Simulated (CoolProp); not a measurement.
Vapour-liquid equilibrium of acetone (1) + cyclohexane (2) at 1.08 MPa; x and y are mole fractions of (1).

Values from CoolProp's multi-fluid Helmholtz-energy mixture model, Lemmon 2006 and Zhou 2014; pair parameters Bell 2016.

Problem. Give the bubble temperature and the first vapour's composition at x = 0.35, 0.5, 0.95. Is there an azeotrope?

Solution. x = 0.35: 426.5 K, y = 0.544; x = 0.5: 422.5 K, y = 0.629; x = 0.95: 419.6 K, y = 0.942. y crosses x between x = 0.8 and 0.95: the model has an azeotrope there.

Pair parameters are fitted to limited data, so mixtures are less certain than the pure fluids.
